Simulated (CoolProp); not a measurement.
R114 at 298.15 K and 0.817 MPa is throttled through a valve to 0.337 MPa with no heat exchange. Each further row changes one setting.

Model: reference Helmholtz-energy equation of state, Platzer 1990, in CoolProp. This equation is an older, rougher fit; its heat capacities, sound speeds and derivatives of the liquid may be far off and weren't checked against measurements.

| case | temperature change (K) | final phase | final density (kg/m³) |
|---|---|---|---|
| as stated | +0.1 | liquid | … |
| outlet pressure 0.101 MPa | … | … | … |
| outlet pressure 0.438 MPa | +0.1 | liquid | … |

Task: Fill in the missing entries.

Result: 
- as stated, final density (kg/m³): 1450
- outlet pressure 0.101 MPa, temperature change (K): -21.5
- outlet pressure 0.101 MPa, final phase: two-phase, vapour fraction 0.156
- outlet pressure 0.101 MPa, final density (kg/m³): 48.8
- outlet pressure 0.438 MPa, final density (kg/m³): 1460
